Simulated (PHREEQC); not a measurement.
Dissolve 0.013 mol/kgw Na2HPO4 at 25 °C. Closed to the air; pH follows from the charge balance.

Computed with PHREEQC (ion-association model, phreeqc.dat).

- pH = 9.32
- ionic strength = 0.0384 mol/kgw
- specific conductance = 2160 µS/cm
- total alkalinity = 13.0 meq/kg

```csv
species,molality,activity,log γ
Na+,0.0257,0.0216,-0.076
HPO4-2,0.0126,0.00628,-0.302
NaHPO4-,0.000313,0.000264,-0.074
H2PO4-,5.68e-5,4.79e-5,-0.074
PO4-3,3.10e-5,5.98e-6,-0.715
OH-,2.58e-5,2.14e-5,-0.082
```

No solid was allowed to form. Complexes and solids missing from the database can't appear.
